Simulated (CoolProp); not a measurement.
Vapour-liquid equilibrium of propane (1) + n-butane (2) at 0.338 MPa; x and y are mole fractions of (1).

Values from CoolProp's multi-fluid Helmholtz-energy mixture model, Lemmon 2009 and Bücker 2006; pair parameters Kunz 2012.

Problem. Give the bubble temperature and the first vapour's composition at x = 0.05, 0.2, 0.95. Is there an azeotrope?

Solution. x = 0.05: 32.0 °C, y = 0.143; x = 0.2: 21.6 °C, y = 0.461; x = 0.95: -9.3 °C, y = 0.988. No azeotrope shows between x = 0.05 and 0.95.

The pair parameters rest on a limited set of measurements; away from them the model extrapolates.
